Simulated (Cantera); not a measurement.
**Gas-phase reforming**

An isothermal, constant-pressure homogeneous reactor starts with 76.5 % CH4, 23.5 % H2O, at 1900 K and 200000 Pa.

Model: GRI-Mech 3.0 (53 species, 325 reactions), integrated in Cantera. GRI-Mech 3.0 stops at C3 and has no aromatics, soot or wall deposition, so with more carbon than oxygen in the feed, carbon stays in small species such as C2H2 where larger ones or solid carbon would form.

```json
[
 {"t (s)": "3.00e-5", "x CH4": "0.677", "x H2O": "0.227", "x C2H6": "0.00626", "x CO": "8.85e-5", "x H2": "0.0580"},
 {"t (s)": "0.000194", "x CH4": "0.347", "x H2O": "0.181", "x C2H6": "0.00147", "x CO": "0.00115", "x H2": "0.345"},
 {"t (s)": "0.00125", "x CH4": "0.106", "x H2O": "0.140", "x C2H6": "0.000129", "x CO": "0.00615", "x H2": "0.563"},
 {"t (s)": "0.00805", "x CH4": "0.0296", "x H2O": "0.0992", "x C2H6": "1.13e-5", "x CO": "0.0315", "x H2": "0.652"},
 {"t (s)": "0.0520", "x CH4": "0.0174", "x H2O": "0.0271", "x C2H6": "4.16e-6", "x CO": "0.0940", "x H2": "0.716"},
 {"t (s)": "0.335", "x CH4": "0.0129", "x H2O": "6.92e-5", "x C2H6": "2.62e-6", "x CO": "0.119", "x H2": "0.739"},
 {"t (s)": "2.16", "x CH4": "0.0129", "x H2O": "1.46e-6", "x C2H6": "2.62e-6", "x CO": "0.119", "x H2": "0.739"},
 {"t (s)": "14.0", "x CH4": "0.0129", "x H2O": "1.46e-6", "x C2H6": "2.62e-6", "x CO": "0.119", "x H2": "0.739"},
 {"t (s)": "90.0", "x CH4": "0.0129", "x H2O": "1.46e-6", "x C2H6": "2.62e-6", "x CO": "0.119", "x H2": "0.739"}
]
```
x: mole fraction; the columns are a selection and need not sum to one.

Equilibrium at this temperature and pressure: CH4 0.0129, H2O 1.47e-6, C2H6 2.62e-6, CO 0.119, H2 0.739 (gas phase only).
